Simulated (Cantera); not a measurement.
**NO annealing gas**

An isothermal, constant-pressure homogeneous reactor starts with NO : N2 = 1 : 1.1 (molar parts), at 1875 K and 0.0420 bar.

Model: GRI-Mech 3.0 (53 species, 325 reactions), integrated in Cantera. Radical loss at walls, strong at low pressure, is not modelled.

```
t (s)      x NO    x N2O      x O2   x N2       x O
--------  -----  -------  --------  -----  --------
1.00e-6   0.476  4.20e-9    <1e-12  0.524   4.20e-9
3.32e-6   0.476  1.40e-8    <1e-12  0.524   1.40e-8
1.10e-5   0.476  4.64e-8  4.09e-12  0.524   4.64e-8
3.67e-5   0.476  1.54e-7  4.54e-11  0.524   1.54e-7
0.000122  0.476  5.10e-7  4.99e-10  0.524   5.10e-7
0.000405  0.476  1.69e-6   5.50e-9  0.524   1.68e-6
0.00134   0.476  5.49e-6   6.02e-8  0.524   5.51e-6
0.00446   0.476  1.71e-5   7.09e-7  0.524   1.78e-5
0.0148    0.476  4.57e-5   1.11e-5  0.524   5.62e-5
0.0493    0.476  8.12e-5  0.000150  0.524  0.000111
0.164     0.474  8.82e-5  0.000816  0.525  0.000122
0.544     0.470  8.57e-5   0.00308  0.527  0.000136
1.81      0.454  7.79e-5    0.0108  0.535  0.000173
6.00      0.402  5.73e-5    0.0370  0.561  0.000258
```
x: mole fraction; the columns are a selection and need not sum to one.

Equilibrium at this temperature and pressure: NO 0.00553, N2O 6.33e-8, O2 0.235, N2 0.759, O 0.000572 (gas phase only).
